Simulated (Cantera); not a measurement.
What does this Cantera script print?

```python
import numpy as np
import cantera as ct

gas = ct.Solution("h2o2.yaml")
gas.TP = 300, 140000
flame = ct.CounterflowDiffusionFlame(gas, width=0.02)
flame.fuel_inlet.X, flame.fuel_inlet.T = {'H2': 1}, 548
flame.oxidizer_inlet.X, flame.oxidizer_inlet.T = {'O2': 0.22, 'N2': 0.78}, 575
flame.set_refine_criteria(ratio=3, slope=0.12, curve=0.24, prune=0.03)
show = ['OH', 'H', 'H2O', 'HO2']

rows = []
print(f"{'mdot':>8s}{'a_max':>10s}{'a_mean':>10s}{'Tmax/K':>9s}" + "".join(f"{s:>11s}" for s in show) + "   (peak mole fractions)")
for i, mdot in enumerate([0.84, 1.1, 1.5, 2.1, 2.8, 3.8, 5.1]):  # kg/m2/s on the oxidiser side
    flame.oxidizer_inlet.mdot, flame.fuel_inlet.mdot = mdot, 0.3 * mdot
    flame.solve(loglevel=0, auto=(i == 0))
    if flame.T.max() < max(548, 575) + 100:
        print(f"{mdot:8.3g}  no burning solution found from the previous one")
        break
    dT = np.abs(np.gradient(flame.T, flame.grid))
    rows.append([flame.strain_rate("max"), flame.strain_rate("mean"), flame.T.max(),
                 *(flame.X[gas.species_index(s)].max() for s in show), max(dT[0], dT[-1]) / dT.max()])
    print(f"{mdot:8.3g}{rows[-1][0]:10.1f}{rows[-1][1]:10.1f}{rows[-1][2]:9.1f}" + "".join(f"{x:11.3e}" for x in rows[-1][3:-1]))
```

Result:

```
    mdot     a_max    a_mean   Tmax/K         OH          H        H2O        HO2   (peak mole fractions)
    0.84    1006.2     253.1   2612.1  2.354e-02  1.679e-02  2.845e-01  4.340e-05
     1.1    1312.6     331.4   2588.6  2.389e-02  1.806e-02  2.822e-01  5.346e-05
     1.5    1776.2     451.9   2556.7  2.426e-02  1.987e-02  2.799e-01  6.611e-05
     2.1    2467.8     632.6   2501.9  2.418e-02  2.175e-02  2.776e-01  8.097e-05
     2.8    3259.8     843.5   2457.8  2.425e-02  2.392e-02  2.751e-01  9.558e-05
     3.8    4410.0    1144.8   2407.5  2.420e-02  2.655e-02  2.724e-01  1.124e-04
     5.1    5898.3    1536.4   2359.0  2.413e-02  2.943e-02  2.699e-01  1.306e-04
```

Computed with Cantera and the H2/O2 subset of GRI-Mech 3.0, which has no nitrogen chemistry. The maximum strain rate includes the flame's own expansion and is several times the mean.
